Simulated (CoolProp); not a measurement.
Vapour-liquid equilibrium of ethanol (1) + dimethyl carbonate (2) at 0.848 bar; x and y are mole fractions of (1).

The numbers come from the multi-fluid Helmholtz-energy mixture model, Schroeder 2014 and Zhou 2011; pair parameters Bell 2016 in CoolProp.

| x | bubble temperature, mixture model (K) | bubble temperature, Raoult's law (K) | y, mixture model | y, Raoult's law |
|---|---|---|---|---|
| 0.05 | 353.8 | 357.0 | 0.164 | 0.074 |
| 0.125 | ___ | 355.9 | 0.317 | 0.177 |
| 0.2 | ___ | 354.9 | 0.413 | 0.272 |
| 0.275 | 345.7 | 354.0 | ___ | 0.361 |
| 0.35 | 344.7 | 353.1 | ___ | 0.444 |
| 0.425 | 344.1 | 352.3 | ___ | 0.522 |
| 0.5 | 343.6 | 351.5 | ___ | 0.596 |
| 0.575 | 343.4 | 350.7 | 0.624 | 0.665 |
| 0.65 | 343.3 | 350.0 | 0.655 | 0.731 |
| 0.725 | 343.4 | 349.4 | 0.690 | 0.793 |
| 0.8 | 343.7 | 348.7 | ___ | 0.853 |
| 0.875 | 344.4 | 348.1 | 0.801 | 0.910 |
| 0.95 | 345.7 | 347.5 | ___ | 0.965 |

Problem. Some entries are withheld; supply them.

Solution. 
- 0.125, bubble temperature, mixture model (K): 349.8
- 0.2, bubble temperature, mixture model (K): 347.3
- 0.275, y, mixture model: 0.477
- 0.35, y, mixture model: 0.525
- 0.425, y, mixture model: 0.562
- 0.5, y, mixture model: 0.594
- 0.8, y, mixture model: 0.736
- 0.95, y, mixture model: 0.900

The largest gap from Raoult's law is -8.4 K in bubble temperature, at x = 0.35. y crosses x between x = 0.65 and 0.725: the model has an azeotrope there.

The pair parameters rest on a limited set of measurements; away from them the model extrapolates.
